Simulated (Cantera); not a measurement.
Feed: 1 mol Si, 1.1 mol Cl2, 18 mol H2, held at 1300 K and 0.133 bar.

Method: chemical equilibrium by Gibbs-energy minimisation in Cantera with the NASA 1993 tables (ideal gas, pure condensed phases). Candidate condensed phases: Si; 19 gas species. The tables' values for SiCl3 are old estimates; treat these amounts as uncertain. Kinetics and transport are ignored.

Base state: H2 0.919, HCl 0.0607, SiCl2 0.0107, SiCl4 0.00417, SiHCl3 0.00288, SiCl3 0.00274, SiH2Cl2 0.000280 (mole fractions); condensed: Si(s).

Q: What changes in the equilibrium state with this change: Cl2 from 1.1 to 0.63 mol?

A: 
```tsv
species	before	after
H2	0.919	0.946
HCl	0.0607	0.0449
SiCl2	0.0107	0.00568
SiCl4	0.00417	0.00118
SiCl3	0.00274	0.00106
SiHCl3	0.00288	0.00113
SiH2Cl2	0.000280	0.000153
Si(s), mol	0.607	0.829
```

Q: What changes in the equilibrium state with this change: Si replaced by SiCl4?

A: 
| species | before | after |
|---|---|---|
| H2 | 0.919 | 0.809 |
| HCl | 0.0607 | 0.142 |
| SiCl4 | 0.00417 | 0.0253 |
| SiCl2 | 0.0107 | 0.0104 |
| SiCl3 | 0.00274 | 0.00664 |
| SiHCl3 | 0.00288 | 0.00654 |
| SiH2Cl2 | 0.000280 | 0.000239 |
| Si(s), mol | 0.607 | 0 |
